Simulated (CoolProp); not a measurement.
Properties of R141b along the isotherm 226.85 °C (Tc = 204.4 °C, pc = 4.212 MPa, ω = 0.220).

The numbers come from the reference Helmholtz-energy equation of state, Lemmon 2006 in CoolProp. It is a short technical equation, of lower accuracy than the large ones.

| p (MPa) | phase | Z | cp (kJ/(kg K)) |
|---|---|---|---|
| 0.00666 | gas | 0.9996 | 0.9966 |
| 0.0126 | gas | 0.9992 | 0.9968 |
| 0.0239 | gas | 0.9984 | 0.9971 |
| 0.0454 | gas | 0.9970 | 0.9979 |
| 0.086 | gas | 0.9943 | 0.9992 |
| 0.163 | gas | 0.9891 | 1.002 |
| 0.309 | gas | 0.9792 | 1.007 |
| 0.586 | gas | 0.9600 | 1.018 |
| 1.11 | gas | 0.9218 | 1.042 |
| 2.11 | gas | 0.8409 | 1.109 |
